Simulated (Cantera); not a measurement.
A closed system holds: 1 mol HMDSO, 1.1 mol NO, 2.3 mol H2, held at 0.0133 bar.

These are equilibrium values from Cantera (NASA tables, ideal gas, pure condensed phases), not measurements of a reactor. Candidate condensed phases: C, C6H6, C7H8, C8H18, H2O, Si, SiC, SiO2, Si2N2O, Si3N4; 151 gas species. The feed counts by its element totals alone. Rates play no part. All values below are at 1500 °C.

Base state: H2 0.807, CO 0.150, N2 0.0389, H 0.00221, HCN 0.000952, SiO 0.000768, C2H2 (acetylene) 0.000113, HNC 3.40e-5 (mole fractions); condensed: C(graphite) + SiC(s).

### Question
What changes in the equilibrium state with this change: NO from 1.1 to 5.8 mol?

### Answer
```json
[
 {"species": "H2", "before": "0.807", "after": "0.537"},
 {"species": "CO", "before": "0.150", "after": "0.257"},
 {"species": "N2", "before": "0.0389", "after": "0.138"},
 {"species": "SiO", "before": "0.000768", "after": "0.0667"},
 {"species": "C2H2 (acetylene)", "before": "0.000113", "after": "1.48e-6"},
 {"species": "Si", "before": "3.39e-6", "after": "2.41e-5"},
 {"species": "HCN", "before": "0.000952", "after": "0.000205"},
 {"species": "HNC", "before": "3.40e-5", "after": "7.33e-6"},
 {"species": "C(graphite), mol", "before": "1.90", "after": "0"},
 {"species": "SiC(s), mol", "before": "1.99", "after": "0.597"}
]
```

### Question
What changes in the equilibrium state with this change: 1.8 mol O2 added?

### Answer
```
species             before     after
----------------  --------  --------
H2                   0.807     0.642
CO                   0.150     0.276
SiO               0.000768    0.0484
N2                  0.0389    0.0312
C2H2 (acetylene)  0.000113   2.63e-6
HCN               0.000952  0.000130
HNC                3.40e-5   4.64e-6
C(graphite), mol      1.90         0
SiC(s), mol           1.99      1.15
```
